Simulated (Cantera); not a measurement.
Feed: 1 mol SiH4, 0.14 mol Cl2, 4.4 mol H2, held at 0.680 bar.

These are equilibrium values from Cantera (NASA tables, ideal gas, pure condensed phases), not measurements of a reactor. Candidate condensed phases: Si; 19 gas species. The tables' values for SiCl3 are old estimates; treat these amounts as uncertain. Kinetics and transport are ignored.

Problem. At 1198 K, list the 5 most abundant gas species with their mole fractions, and the condensed phases.

Solution. H2 0.972, HCl 0.0206, SiHCl3 0.00290, SiCl4 0.00229, SiCl2 0.00103. Condensed: Si(s).
